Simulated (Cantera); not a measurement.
## Equilibrium for carbothermic reduction: Fe3O4 + CH4 + H2 + C

Charge: 1 mol Fe3O4, 1.7 mol CH4, 0.2 mol H2, 0.62 mol C, equilibrated at 0.620 bar.

These are equilibrium values from Cantera (NASA tables, ideal gas, pure condensed phases), not measurements of a reactor. Candidate condensed phases: C, C6H6, C7H8, C8H18, Fe, Fe(CO)5, FeO, Fe(OH)2, Fe(OH)3, Fe2O3, Fe3O4, H2O; 114 gas species. Each liquid is taken as pure. Mutual solubility and eutectic melting of coexisting phases are not modelled. The tables' stoichiometric FeO is somewhat more stable than real wüstite, so its field is too wide. FeO: taken at fixed stoichiometry. Equilibrium is a limit: real reactors are often held back by kinetics, nucleation or transport.

```tsv
T (K)	log p H2	log p CO	log p H2O	log p CO2	log p Fe	log p H	log p OH	log p Fe(OH)2	n Fe(γ)	n FeO(s)	n Fe(δ)	n FeO(l)	n Fe(l)
1623	-0.59	-0.68	-0.92	-1.50	-5.78	-4.46	-6.16	-5.26	2.77	0.232	0	0	0
1673	-0.59	-0.67	-0.92	-1.52	-5.40	-4.24	-5.88	-5.09	0	0	2.77	0.234	0
1723	-0.59	-0.67	-0.92	-1.55	-5.04	-4.03	-5.63	-4.96	0	0	2.74	0.264	0
1773	-0.59	-0.67	-0.93	-1.57	-4.70	-3.84	-5.39	-4.83	0	0	2.71	0.292	0
1823	-0.59	-0.66	-0.93	-1.60	-4.39	-3.66	-5.16	-4.71	0	0	0	0.311	2.69
1873	-0.59	-0.66	-0.93	-1.61	-4.10	-3.48	-4.93	-4.60	0	0	0	0.312	2.69
1923	-0.59	-0.66	-0.92	-1.63	-3.83	-3.32	-4.72	-4.48	0	0	0	0.313	2.69
1973	-0.59	-0.66	-0.92	-1.64	-3.57	-3.17	-4.52	-4.38	0	0	0	0.314	2.68
2023	-0.59	-0.66	-0.92	-1.65	-3.33	-3.02	-4.33	-4.28	0	0	0	0.315	2.68
2073	-0.59	-0.66	-0.92	-1.67	-3.10	-2.88	-4.15	-4.19	0	0	0	0.316	2.68
2123	-0.60	-0.66	-0.92	-1.68	-2.88	-2.74	-3.97	-4.10	0	0	0	0.317	2.67
2173	-0.60	-0.66	-0.92	-1.69	-2.67	-2.62	-3.81	-4.01	0	0	0	0.318	2.66
2223	-0.60	-0.66	-0.92	-1.70	-2.47	-2.49	-3.65	-3.93	0	0	0	0.319	2.65
2273	-0.60	-0.66	-0.92	-1.71	-2.28	-2.38	-3.50	-3.86	0	0	0	0.320	2.63
```
log p: log10 of the partial pressure in bar; n: condensed amount in mol.

At 1623 K the condensed part is Fe(γ) + FeO(s). From 1673 K to 1773 K the condensed part is Fe(δ) + FeO(l). From 1823 K to 2273 K the condensed part is Fe(l) + FeO(l). The main Fe-bearing gas is Fe(OH)2 at 1623 K and Fe at 2273 K.
